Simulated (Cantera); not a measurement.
An adiabatic, constant-volume homogeneous reactor starts with CH4 : C2H6 : O2 : N2 = 1 : 0.047 : 2.33 : 8.75 (molar parts), equivalence ratio 0.93, at 1000 K and 38000 Pa. Integrator tolerance rtol = 1e-08.

Detailed kinetics in Cantera: GRI-Mech 3.0 (53 species, 325 reactions).

Task: What does this change do: initial temperature 1000 to 1775 K?

Result: 
```
quantity                                                            before                                  after
---------------------------------  ---------------------------------------  -------------------------------------
time of steepest temperature rise                                  0.464 s                               0.113 ms
temperature at 1.00 s                                               2674 K                                 2857 K
equilibrium temperature                                             2674 K                                 2857 K
x(CH4) at 1.00 s                     <1e-12 (gas-phase equilibrium <1e-12)  <1e-12 (gas-phase equilibrium <1e-12)
x(C2H6) at 1.00 s                    <1e-12 (gas-phase equilibrium <1e-12)  <1e-12 (gas-phase equilibrium <1e-12)
x(O2) at 1.00 s                      0.0244 (gas-phase equilibrium 0.0244)  0.0312 (gas-phase equilibrium 0.0312)
x(C2H4) at 1.00 s                    <1e-12 (gas-phase equilibrium <1e-12)  <1e-12 (gas-phase equilibrium <1e-12)
x(NO) at 1.00 s                    0.00982 (gas-phase equilibrium 0.00982)  0.0141 (gas-phase equilibrium 0.0141)
```

Task: What does this change do: initial temperature 1000 to 1323 K?

Result: 
```tsv
quantity	before	after
time of steepest temperature rise	0.464 s	5.37 ms
temperature at 1.00 s	2674 K	2754 K
equilibrium temperature	2674 K	2754 K
x(CH4) at 1.00 s	<1e-12 (gas-phase equilibrium <1e-12)	<1e-12 (gas-phase equilibrium <1e-12)
x(C2H6) at 1.00 s	<1e-12 (gas-phase equilibrium <1e-12)	<1e-12 (gas-phase equilibrium <1e-12)
x(O2) at 1.00 s	0.0244 (gas-phase equilibrium 0.0244)	0.0277 (gas-phase equilibrium 0.0277)
x(C2H4) at 1.00 s	<1e-12 (gas-phase equilibrium <1e-12)	<1e-12 (gas-phase equilibrium <1e-12)
x(NO) at 1.00 s	0.00982 (gas-phase equilibrium 0.00982)	0.0117 (gas-phase equilibrium 0.0117)
```
